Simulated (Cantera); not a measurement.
Cantera run:

```python
import numpy as np
import cantera as ct

gas_names = """
    H H2 N NH NH2 NH3 N2 N2H2 N2H4 V VN
""".split()
cond_names = """
    V(cr) V(L) VN(s)
""".split()


# ... load() reads the species with a 1 bar reference pressure and builds the phases ...
atoms = {
    'V': {'V': 1},
    'NH3': {'N': 1, 'H': 3},
    'N2': {'N': 2},
}
top_T = {'VN(s)': 2300}  # K; cautious upper limits of use, not melting points


# ... equilibrate(T, P, feed) seeds the gas with the atoms and calls Mixture.equilibrate('TP', solver="vcs", rtol=1e-11, max_steps=5000) ...
results = []
feed = {'V': 1, 'NH3': 0.17, 'N2': 4.7}  # mol
T = 1898.15  # K
P = 10000  # Pa
mix = equilibrate(T, P, feed)
results.append((T, P, feed, dict(zip(mix.species_names, mix.species_moles))))
print(gas.report(threshold=0.001))
for i in range(1, mix.n_phases):
    print(f"{mix.phase(i).name:16s} {mix.phase_moles(i):12.5e} mol")
```

Result:

```
       temperature   1898.2 K
          pressure   10000 Pa
           density   0.01682 kg/m^3
  mean mol. weight   26.546 kg/kmol
   phase of matter   gas

                          1 kg             1 kmol
                     ---------------   ---------------
          enthalpy        1.9735e+06        5.2387e+07  J
   internal energy        1.3789e+06        3.6605e+07  J
           entropy             10078        2.6754e+05  J/K
    Gibbs function       -1.7157e+07       -4.5544e+08  J
 heat capacity c_p            1344.5             35691  J/K
 heat capacity c_v            1031.3             27377  J/K

                      mass frac. Y      mole frac. X     chem. pot. / RT
                     ---------------   ---------------   ---------------
                H2         0.0042421          0.055858           -24.503
                N2           0.99574           0.94356           -29.126
     [   +9 minor]        2.2873e-05        0.00058523

V(cr)             0.00000e+00 mol
VN(s)             9.99998e-01 mol
```

Equilibrium computed with Cantera from the NASA thermochemical tables; the gas is ideal and each condensed phase is pure. VN: taken at fixed stoichiometry. Condensed phases not in the tables: V2N.
